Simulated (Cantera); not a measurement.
Charge: 1 mol Si, 2.3 mol SF6, 1.1 mol N2, equilibrated at 1.28 Torr.

Method: chemical equilibrium by Gibbs-energy minimisation in Cantera with the NASA 1993 tables (ideal gas, pure condensed phases). Candidate condensed phases: S, Si, Si3N4; 29 gas species. The tables' values for SF3, S2F2 (SSF2), SF5 are old estimates; treat these amounts as uncertain. The numbers say what is thermodynamically allowed, not how fast it happens.

x: gas mole fraction; nothing condenses.

```json
[
 {"T (K)": "823", "x SF4": "0.446", "x N2": "0.250", "x SiF4": "0.227", "x F": "2.96e-9", "x SF6": "0.0728", "x SF3": "0.00117"},
 {"T (K)": "873", "x SF4": "0.449", "x N2": "0.250", "x SiF4": "0.227", "x F": "3.90e-8", "x SF6": "0.0706", "x SF3": "0.00155"},
 {"T (K)": "923", "x SF4": "0.449", "x N2": "0.250", "x SiF4": "0.227", "x F": "3.95e-7", "x SF6": "0.0705", "x SF3": "0.00194"},
 {"T (K)": "973", "x SF4": "0.448", "x N2": "0.250", "x SiF4": "0.227", "x F": "3.16e-6", "x SF6": "0.0707", "x SF3": "0.00237"},
 {"T (K)": "1023", "x SF4": "0.448", "x N2": "0.250", "x SiF4": "0.227", "x F": "2.06e-5", "x SF6": "0.0710", "x SF3": "0.00283"},
 {"T (K)": "1073", "x SF4": "0.447", "x N2": "0.250", "x SiF4": "0.227", "x F": "0.000113", "x SF6": "0.0712", "x SF3": "0.00332"},
 {"T (K)": "1123", "x SF4": "0.446", "x N2": "0.250", "x SiF4": "0.227", "x F": "0.000532", "x SF6": "0.0712", "x SF3": "0.00385"},
 {"T (K)": "1173", "x SF4": "0.445", "x N2": "0.249", "x SiF4": "0.227", "x F": "0.00218", "x SF6": "0.0706", "x SF3": "0.00442"},
 {"T (K)": "1223", "x SF4": "0.444", "x N2": "0.248", "x SiF4": "0.225", "x F": "(withheld)", "x SF6": "0.0678", "x SF3": "0.00510"},
 {"T (K)": "1273", "x SF4": "0.443", "x N2": "0.244", "x SiF4": "0.222", "x F": "0.0242", "x SF6": "0.0592", "x SF3": "0.00610"},
 {"T (K)": "1323", "x SF4": "0.440", "x N2": "0.235", "x SiF4": "0.213", "x F": "(withheld)", "x SF6": "(withheld)", "x SF3": "0.00814"},
 {"T (K)": "1373", "x SF4": "0.428", "x N2": "0.222", "x SiF4": "0.202", "x F": "0.112", "x SF6": "0.0172", "x SF3": "0.0132"}
]
```

Question: What belongs in the gaps?

Answer: 
- 1323, x F: 0.0607
- 1323, x SF6: 0.0403
- 1223, x F: 0.00784
